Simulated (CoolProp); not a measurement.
Vapour-liquid equilibrium of ethane (1) + C2F6 (R116) (2) at 0.888 MPa; x and y are mole fractions of (1).

The numbers come from the multi-fluid Helmholtz-energy mixture model, Bücker 2006 and Lemmon 2006; pair parameters Bell 2016 in CoolProp.

```json
[
 {"x": "0.05", "bubble temperature (K)": "244.9", "y at the bubble point": "0.116", "dew temperature at overall composition x (K)": "246.6", "liquid density (mol/L)": "9.898"},
 {"x": "0.125", "bubble temperature (K)": "240.9", "y at the bubble point": "0.264", "dew temperature at overall composition x (K)": "244.6", "liquid density (mol/L)": "10.27"},
 {"x": "0.2", "bubble temperature (K)": "237.7", "y at the bubble point": "0.377", "dew temperature at overall composition x (K)": "242.6", "liquid density (mol/L)": "10.63"},
 {"x": "0.275", "bubble temperature (K)": "235.3", "y at the bubble point": "0.462", "dew temperature at overall composition x (K)": "240.6", "liquid density (mol/L)": "10.98"},
 {"x": "0.35", "bubble temperature (K)": "233.6", "y at the bubble point": "0.524", "dew temperature at overall composition x (K)": "238.4", "liquid density (mol/L)": "11.33"},
 {"x": "0.425", "bubble temperature (K)": "232.5", "y at the bubble point": "0.570", "dew temperature at overall composition x (K)": "236.3", "liquid density (mol/L)": "11.68"},
 {"x": "0.5", "bubble temperature (K)": "231.8", "y at the bubble point": "0.606", "dew temperature at overall composition x (K)": "234.2", "liquid density (mol/L)": "12.06"},
 {"x": "0.575", "bubble temperature (K)": "231.4", "y at the bubble point": "0.636", "dew temperature at overall composition x (K)": "232.4", "liquid density (mol/L)": "12.47"},
 {"x": "0.65", "bubble temperature (K)": "231.2", "y at the bubble point": "0.664", "dew temperature at overall composition x (K)": "231.3", "liquid density (mol/L)": "12.93"},
 {"x": "0.725", "bubble temperature (K)": "231.3", "y at the bubble point": "0.694", "dew temperature at overall composition x (K)": "231.5", "liquid density (mol/L)": "13.44"},
 {"x": "0.8", "bubble temperature (K)": "231.6", "y at the bubble point": "0.733", "dew temperature at overall composition x (K)": "232.7", "liquid density (mol/L)": "14.01"},
 {"x": "0.875", "bubble temperature (K)": "232.5", "y at the bubble point": "0.791", "dew temperature at overall composition x (K)": "234.3", "liquid density (mol/L)": "14.61"},
 {"x": "0.95", "bubble temperature (K)": "234.7", "y at the bubble point": "0.890", "dew temperature at overall composition x (K)": "236.1", "liquid density (mol/L)": "15.23"}
]
```

y crosses x between x = 0.65 and 0.725: the model has an azeotrope there.

The pair parameters rest on a limited set of measurements; away from them the model extrapolates.
